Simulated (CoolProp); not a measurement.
Computed with CoolProp (reference Helmholtz-energy equation of state, Thol 2012).

Task: For benzene, give the phase and the speed of sound (m/s), isothermal compressibility (1/MPa), conductivity (mW/(m K)), fugacity coefficient at 155.05 °C and 2.23 bar; 155.05 °C and 17.8 bar; 155.05 °C and 22.3 bar.

Result: 
- 155.05 °C and 2.23 bar: gas; speed of sound 214, isothermal compressibility 4.68, conductivity 22.8, fugacity coefficient 0.962
- 155.05 °C and 17.8 bar: liquid; speed of sound 751, isothermal compressibility 0.00335, conductivity 102, fugacity coefficient 0.334
- 155.05 °C and 22.3 bar: liquid; speed of sound 756, isothermal compressibility 0.00329, conductivity 103, fugacity coefficient 0.270

Thermal conductivity comes from a separate model (Assael 2012).
